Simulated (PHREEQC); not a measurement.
Make-up at 25 °C: 0.0056 mol/kgw NH4HF2, 0.004 mol/kgw H2SiF6 and 0.048 mol/kgw HCl. Closed to the air; pH follows from the charge balance.

Equilibrium calculation in PHREEQC: ion-association model, phreeqc.dat.

Precipitation was switched off in this run.

Problem. Order these F species by the share of F that they hold, largest first: HF, SiF6-2, F-.

Solution. SiF6-2 (68 %), HF (31 %), F- (0.62 %)

The pH is 1.37 and the ionic strength 0.0602 mol/kgw. SiF6-2 is the database's only silicon fluoride.
